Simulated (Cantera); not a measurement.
An isothermal, constant-pressure homogeneous reactor starts with 2.17 % C₂H₆, 97.8 % N₂, at 1400 K and 7600 Pa.

Detailed kinetics in Cantera: GRI-Mech 3.0 (53 species, 325 reactions). GRI-Mech 3.0 stops at C3 and has no aromatics, soot or wall deposition, so with more carbon than oxygen in the feed, carbon stays in small species such as C2H2 where larger ones or solid carbon would form.

x: mole fraction; the columns are a selection and need not sum to one.

```tsv
t (s)	x C₂H₆	x H₂	x C₂H₄	x C₂H₂	x HCN	x H	x CH₃
0.000200	0.0216	2.71e-5	3.05e-5	4.80e-9	1.75e-11	[?]	0.000228
0.000812	0.0201	0.00104	0.00110	6.76e-6	1.93e-8	[?]	0.000693
0.00330	0.0119	0.00795	0.00771	0.000521	1.20e-7	4.30e-5	0.000797
0.0134	0.000999	0.0214	0.0117	0.00604	2.25e-7	4.46e-5	0.000230
0.0544	1.90e-5	0.0285	0.00604	0.0125	2.39e-7	[?]	3.49e-5
0.221	1.29e-6	0.0316	0.00283	0.0157	2.39e-7	[?]	9.56e-6
0.896	5.90e-7	0.0338	0.000584	0.0179	2.39e-7	2.30e-6	6.75e-6
3.64	5.89e-7	0.0345	4.71e-5	0.0184	2.39e-7	2.41e-6	6.83e-6
14.8	5.17e-7	0.0350	4.65e-5	0.0186	2.40e-7	2.47e-6	6.42e-6
60.0	3.23e-7	0.0365	4.72e-5	0.0191	2.44e-7	[?]	5.13e-6
```

Problem. Fill in the missing entries.

Solution. 
- 0.000200, x H: 3.98e-6
- 0.000812, x H: 2.62e-5
- 0.0544, x H: 1.02e-5
- 0.221, x H: 3.07e-6
- 60.0, x H: 2.68e-6
